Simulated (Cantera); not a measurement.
# Thermodynamics of silicon nitride deposition, feed trisilylamine + N2

A closed system holds: 1 mol trisilylamine, 0.65 mol N2, at 7.10 Pa.

Cantera equilibrium calculation (NASA polynomials, part measured and part estimated; ideal gas, pure solids and liquids). Candidate condensed phases: Si, Si3N4; 18 gas species. The feed counts by its element totals alone. Mutual solubility and eutectic melting of coexisting phases are not modelled. Kinetics and transport are ignored.

```tsv
T (K)	x H2	x N2	x H	x Si	x SiH	x Si2N	n Si(s)	n Si3N4(s)
1250	0.998	0.00178	5.73e-5	1.17e-7	1.09e-8	1.99e-10	1.29	0.571
1300	0.993	0.00701	0.000131	6.10e-7	4.25e-8	1.67e-9	1.32	0.559
1350	0.975	0.0249	0.000279	2.81e-6	1.49e-7	1.20e-8	1.45	0.517
1400	0.919	0.0808	0.000553	1.16e-5	4.67e-7	7.43e-8	1.87	0.377
1450	0.796	0.203	0.00100	4.33e-5	1.29e-6	3.72e-7	3.00	0
1500	0.795	0.203	0.00186	0.000148	3.57e-6	1.09e-6	3.00	0
1550	0.793	0.203	0.00333	0.000468	9.23e-6	2.95e-6	3.00	0
```
x: gas mole fraction; n: condensed amount in mol.

From 1250 K to 1400 K the condensed part is Si(s) + Si3N4(s). From 1450 K to 1550 K the condensed part is Si(s). The main Si-bearing gas is Si throughout.
